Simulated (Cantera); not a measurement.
Cantera run, input and output.

```python
import numpy as np
import cantera as ct

gas = ct.Solution("h2o2.yaml")
gas.TPX = 450, 150000, {'H2': 1, 'O2': 0.294, 'N2': 0.912}
flame = ct.FreeFlame(gas, width=0.03)
flame.set_refine_criteria(ratio=3, slope=0.08, curve=0.16)
flame.transport_model = "mixture-averaged"
flame.solve(loglevel=0, auto=True)
z, T = flame.grid, flame.T
thick = (T[-1] - T[0]) / np.gradient(T, z).max()
show = ['H2', 'O2', 'HO2', 'O', 'H', 'OH']
print(f"laminar burning velocity  {flame.velocity[0] * 100:.3f} cm/s")
print(f"burnt temperature         {T[-1]:.1f} K")
print(f"thermal thickness         {thick * 1e3:.4f} mm")
print(f"grid points               {len(z)}")
z0 = z[flame.heat_release_rate.argmax()]
print(f"{'z/mm':>9s}{'T/K':>9s}{'u/(m/s)':>9s}" + "".join(f"{s:>11s}" for s in show))
rows = []
for k in (-3, -2, -1.5, -1, -0.5, -0.25, 0, 0.25, 0.5, 1, 2, 4, 8):
    zz = z0 + k * thick
    rows.append([k * thick, np.interp(zz, z, T), np.interp(zz, z, flame.velocity),
                 *(np.interp(zz, z, flame.X[gas.species_index(s)]) for s in show)])
    print(f"{rows[-1][0] * 1e3:9.3f}{rows[-1][1]:9.1f}{rows[-1][2]:9.3f}" + "".join(f"{x:11.3e}" for x in rows[-1][3:]))
```

It prints:

```
laminar burning velocity  681.645 cm/s
burnt temperature         2417.7 K
thermal thickness         0.2290 mm
grid points               121
     z/mm      T/K  u/(m/s)         H2         O2        HO2          O          H         OH
   -0.687    450.0    6.816  4.533e-01  1.333e-01  4.576e-13  3.946e-14  2.654e-16  4.332e-16
   -0.458    450.0    6.816  4.533e-01  1.333e-01  8.023e-11  4.938e-12  3.457e-14  5.426e-14
   -0.343    450.0    6.816  4.533e-01  1.333e-01  1.754e-09  8.357e-11  6.719e-13  9.320e-13
   -0.229    450.1    6.817  4.533e-01  1.333e-01  1.142e-07  3.312e-09  1.931e-10  6.916e-11
   -0.114    468.2    7.052  4.496e-01  1.338e-01  2.228e-04  3.978e-06  3.755e-05  2.924e-05
   -0.057    753.4   11.004  4.128e-01  1.279e-01  3.492e-04  2.798e-04  6.526e-03  1.138e-03
    0.000   1230.6   17.370  3.100e-01  9.056e-02  1.287e-04  3.507e-03  4.385e-02  2.763e-03
    0.057   1555.0   21.721  2.085e-01  3.103e-02  4.125e-05  5.626e-03  8.194e-02  6.440e-03
    0.114   1704.1   23.654  1.761e-01  8.669e-03  1.109e-05  4.311e-03  8.938e-02  8.089e-03
    0.229   1842.0   25.347  1.744e-01  2.575e-03  3.214e-06  3.228e-03  7.915e-02  9.124e-03
    0.458   1982.2   27.003  1.827e-01  1.574e-03  1.896e-06  2.331e-03  6.234e-02  9.267e-03
    0.916   2116.2   28.534  1.909e-01  9.403e-04  1.137e-06  1.438e-03  4.575e-02  8.427e-03
    1.832   2228.1   29.774  1.976e-01  4.882e-04  6.233e-07  7.616e-04  3.168e-02  6.848e-03
```

Computed with Cantera and the H2/O2 subset of GRI-Mech 3.0, which has no nitrogen chemistry. Burning velocities carry a grid error of a few per cent, more on coarse grids.
